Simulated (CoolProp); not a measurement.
Saturation properties of isohexane.

Computed with CoolProp (reference Helmholtz-energy equation of state, Lemmon 2006). It is a short technical equation, of lower accuracy than the large ones.

```tsv
T (°C)	p (MPa)	liquid density (kg/m³)	vapour density (kg/m³)	liquid cp (kJ/(kg K))
-25.05	0.002144	693.0	0.08981	2.012
-19.35	0.003057	688.1	0.1253	2.036
-13.65	0.004280	683.1	0.1718	2.060
-7.95	0.005891	678.1	0.2317	2.085
-2.35	0.007940	673.1	0.3063	2.109
3.35	0.01060	668.1	0.4013	2.135
9.05	0.01396	663.0	0.5188	2.161
14.75	0.01815	657.9	0.6628	2.187
20.45	0.02331	652.7	0.8371	2.214
26.15	0.02960	647.5	1.046	2.241
```

It boils at 60.2 °C under 1 atm.
